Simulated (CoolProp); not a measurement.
50 sccm (0 °C, 1 atm) of nitrogen bubbles through liquid n-heptane at 323.5 K and leaves saturated at a total pressure of 0.142 MPa (ideal gas phase). Each further row changes one setting.

Values from CoolProp's reference Helmholtz-energy equation of state, Span 2003. It is a short technical equation, of lower accuracy than the large ones.

```tsv
case	vapour pressure (kPa)	mole fraction of vapour	delivery (mg/min)	delivery (sccm)	change of delivery for a bath 1 K warmer (%)
as stated	19.2	0.135	…	7.79	4.8
bath temperature 328.5 K	23.4	…	…	9.87	4.8
total pressure 0.284 MPa	19.2	…	16.2	…	…
```

Task: What belongs in the gaps?

Result: 
- as stated, delivery (mg/min): 34.8
- bath temperature 328.5 K, mole fraction of vapour: 0.165
- bath temperature 328.5 K, delivery (mg/min): 44.1
- total pressure 0.284 MPa, mole fraction of vapour: 0.0674
- total pressure 0.284 MPa, delivery (sccm): 3.62
- total pressure 0.284 MPa, change of delivery for a bath 1 K warmer (%): 4.5
